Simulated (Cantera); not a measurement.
A perfectly stirred reactor is fed with H₂ : O₂ : N₂ = 1 : 0.455 : 1.71 (molar parts), equivalence ratio 1.1, at 7.11 atm; it is adiabatic with a 425 K inlet, and is followed from long to short residence time, starting on the burning branch (τ in s: 0.27, 0.13, 0.059, 0.027, 0.013, 0.0059, 0.0027, 0.0013, 0.00059, 0.00027, 0.00013, 5.9e-05, 2.7e-05).

Detailed kinetics in Cantera: the H2/O2 subset of GRI-Mech 3.0, which has no nitrogen chemistry. The hydrogen kinetics of GRI-Mech 3.0 are dated; newer H2 mechanisms differ, most at raised pressure.

**Question.** What does this change do: inlet temperature 425 to 350 K?

**Answer.** 
```tsv
quantity	before	after
blow-out, bracketed by the residence times tried	burning at 27.0 µs, the shortest tried	burning at 27.0 µs, the shortest tried
x(H₂) at τ = 0.270 s	0.0353	0.0346
x(O₂) at τ = 0.270 s	0.000540	0.000353
x(HO₂) at τ = 0.270 s	5.14e-7	3.30e-7
x(H₂O) at τ = 0.270 s	0.329	0.331
x(OH) at τ = 0.270 s	0.00387	0.00299
x(H₂) at τ = 2.70 ms	0.0363	0.0358
x(O₂) at τ = 2.70 ms	0.000967	0.000823
x(HO₂) at τ = 2.70 ms	9.75e-7	8.42e-7
x(H₂O) at τ = 2.70 ms	0.327	0.329
x(OH) at τ = 2.70 ms	0.00474	0.00403
```

**Question.** What does this change do: inlet temperature 425 to 325 K?

**Answer.** 
| quantity | before | after |
|---|---|---|
| blow-out, bracketed by the residence times tried | burning at 27.0 µs, the shortest tried | burning at 27.0 µs, the shortest tried |
| x(H₂) at τ = 0.270 s | 0.0353 | 0.0345 |
| x(O₂) at τ = 0.270 s | 0.000540 | 0.000304 |
| x(HO₂) at τ = 0.270 s | 5.14e-7 | 2.82e-7 |
| x(H₂O) at τ = 0.270 s | 0.329 | 0.332 |
| x(OH) at τ = 0.270 s | 0.00387 | 0.00273 |
| x(H₂) at τ = 2.70 ms | 0.0363 | 0.0356 |
| x(O₂) at τ = 2.70 ms | 0.000967 | 0.000787 |
| x(HO₂) at τ = 2.70 ms | 9.75e-7 | 8.11e-7 |
| x(H₂O) at τ = 2.70 ms | 0.327 | 0.329 |
| x(OH) at τ = 2.70 ms | 0.00474 | 0.00383 |
